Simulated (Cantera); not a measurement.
# Equilibrium for chlorosilane synthesis and conversion: Si + H2 + HCl

Charge: 1 mol Si, 1.5 mol H2, 1.6 mol HCl, held at 1 atm.

These are equilibrium values from Cantera (NASA tables, ideal gas, pure condensed phases), not measurements of a reactor. Candidate condensed phases: Si; 19 gas species. The tables' values for SiCl3 are old estimates; treat these amounts as uncertain. Equilibrium is a limit: real reactors are often held back by kinetics, nucleation or transport.

| T (K) | x H2 | x SiCl4 | x SiHCl3 | x HCl | x SiCl3 | x SiCl2 | x SiH2Cl2 | n Si(s) |
|---|---|---|---|---|---|---|---|---|
| 700 | 0.832 | 0.103 | 0.0618 | 0.000283 | 4.64e-6 | 6.88e-8 | 0.00244 | 0.556 |
| 750 | 0.832 | 0.104 | 0.0606 | 0.000644 | 1.56e-5 | 4.32e-7 | 0.00260 | 0.557 |
| 800 | 0.832 | 0.104 | 0.0594 | 0.00132 | 4.48e-5 | 2.14e-6 | 0.00274 | 0.558 |
| 850 | 0.832 | 0.105 | 0.0583 | 0.00248 | 0.000114 | 8.77e-6 | 0.00286 | 0.559 |
| 900 | 0.831 | 0.105 | 0.0571 | 0.00432 | 0.000259 | 3.06e-5 | 0.00296 | 0.561 |
| 950 | 0.829 | 0.104 | 0.0559 | 0.00710 | 0.000539 | 9.30e-5 | 0.00304 | 0.563 |
| 1000 | 0.826 | 0.104 | 0.0546 | 0.0111 | 0.00104 | 0.000252 | 0.00310 | 0.566 |
| 1050 | 0.822 | 0.102 | 0.0531 | 0.0165 | 0.00187 | 0.000616 | 0.00314 | 0.569 |
| 1100 | 0.817 | 0.100 | 0.0513 | 0.0235 | 0.00315 | 0.00138 | 0.00315 | 0.573 |
| 1150 | 0.810 | 0.0969 | 0.0492 | 0.0324 | 0.00503 | 0.00286 | 0.00313 | 0.577 |
| 1200 | 0.802 | 0.0921 | 0.0465 | 0.0432 | 0.00760 | 0.00550 | 0.00307 | 0.581 |
x: gas mole fraction; n: condensed amount in mol.

From 700 K to 1200 K the condensed part is Si(s). The main Si-bearing gas is SiCl4 throughout. The share of Si in condensed phases is highest at 1200 K (58.1 %) and lowest at 700 K (55.6 %).
